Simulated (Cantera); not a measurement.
# Adiabatic ignition

An adiabatic, constant-pressure homogeneous reactor starts with CH4 : CO : O2 : N2 = 1 : 0.075 : 2.08 : 7.82 (molar parts), at 1550 K and 1000000 Pa.

Computed with Cantera and GRI-Mech 3.0 (53 species, 325 reactions).

```
t (s)     T (K)   x CH4     x CO    x O2     x HCO   x C2H     x OH
--------  -----  ------  -------  ------  --------  ------  -------
2.00e-6    1550  0.0911  0.00683   0.190  9.65e-12  <1e-12  3.87e-8
6.59e-6    1550  0.0911  0.00683   0.190  1.50e-10  <1e-12  1.35e-7
2.17e-5    1551  0.0908  0.00683   0.189   5.00e-9  <1e-12  5.70e-7
7.14e-5    1566  0.0872  0.00734   0.187   1.50e-7  <1e-12  3.24e-6
0.000235   2916  <1e-12   0.0342  0.0188   1.21e-7  <1e-12   0.0168
0.000775   2906  <1e-12   0.0346  0.0169   1.21e-7  <1e-12   0.0161
0.00255    2906  <1e-12   0.0346  0.0169   1.21e-7  <1e-12   0.0160
0.00840    2906  <1e-12   0.0346  0.0169   1.21e-7  <1e-12   0.0160
0.0277     2906  <1e-12   0.0346  0.0169   1.21e-7  <1e-12   0.0160
0.0911     2906  <1e-12   0.0346  0.0169   1.21e-7  <1e-12   0.0160
0.300      2906  <1e-12   0.0346  0.0169   1.21e-7  <1e-12   0.0160
```
x: mole fraction; the columns are a selection and need not sum to one.

The time of steepest temperature rise is 0.121 ms. The temperature at 0.300 s is 2906 K and the equilibrium temperature is 2906 K. The x(CH4) at 0.300 s is <1e-12 (gas-phase equilibrium <1e-12). The x(CO) at 0.300 s is 0.0346 (gas-phase equilibrium 0.0346). The x(O2) at 0.300 s comes out as 0.0169 (gas-phase equilibrium 0.0169).
